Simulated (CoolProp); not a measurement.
Vapour-liquid equilibrium of R125 (1) + cyclopropane (2) at 20.05 °C; x and y are mole fractions of (1).

The numbers come from the multi-fluid Helmholtz-energy mixture model, Lemmon 2005 and Polt 1992; pair parameters Bell 2016 in CoolProp. This equation is an older, rougher fit; its heat capacities, sound speeds and derivatives of the liquid may be far off and weren't checked against measurements.

```tsv
x	bubble pressure, mixture model (bar)	bubble pressure, Raoult's law (bar)	y, mixture model	y, Raoult's law
0.05	7.619	6.612	0.188	0.091
0.15	9.421	7.186	0.377	0.252
0.25	10.54	7.761	0.474	0.389
0.35	11.27	8.335	0.538	0.507
0.45	11.78	8.909	0.590	0.610
0.55	12.15	9.484	0.640	0.700
0.65	12.42	10.06	0.695	0.780
0.75	12.55	10.63	0.759	0.851
0.85	12.52	11.21	0.839	0.915
0.95	12.28	11.78	0.939	0.973
```

The largest gap from Raoult's law is +35.8 % in bubble pressure, at x = 0.25. y crosses x between x = 0.75 and 0.85: the model has an azeotrope there.

Pair parameters are fitted to limited data, so mixtures are less certain than the pure fluids.
